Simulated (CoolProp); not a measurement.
Vapour-liquid equilibrium of R143a (1) + R1234yf (2) at 0.422 MPa; x and y are mole fractions of (1).

Values from CoolProp's multi-fluid Helmholtz-energy mixture model, Lemmon and Jacobsen 2000 and Lemmon 2022; pair parameters Bell 2016.

Question: Give the bubble temperature and the first vapour's composition at x = 0.5, 0.65, 0.8. Is there an azeotrope?

Answer: x = 0.5: -3.6 °C, y = 0.643; x = 0.65: -6.3 °C, y = 0.767; x = 0.8: -8.8 °C, y = 0.875. No azeotrope shows between x = 0.05 and 0.95.

Pair parameters are fitted to limited data, so mixtures are less certain than the pure fluids.
